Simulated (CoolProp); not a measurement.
n-decane along the isotherm 346.85 °C: Z from the reference equation and from simpler models built on Tc = 344.5 °C, pc = 2.101 MPa, ω = 0.488; each cubic takes its own stable root.

The numbers come from the reference Helmholtz-energy equation of state, Lemmon 2006 in CoolProp. It is a short technical equation, of lower accuracy than the large ones.

```csv
p (MPa),phase,reference,Redlich-Kwong,Soave-Redlich-Kwong
0.0665,gas,0.9888,0.9893,0.9893
0.126,gas,0.9787,0.9795,0.9796
0.239,gas,0.9589,0.9607,0.9608
0.453,gas,0.9200,0.9237,0.9239
0.858,gas,0.8388,0.8475,0.8481
1.63,gas,0.6353,0.6617,0.6638
3.08,supercritical,0.2221,0.2871,0.2888
5.85,supercritical,0.3683,0.4470,0.4481
11.1,supercritical,0.6367,0.7390,0.7399
21,supercritical,1.109,1.245,1.246
```
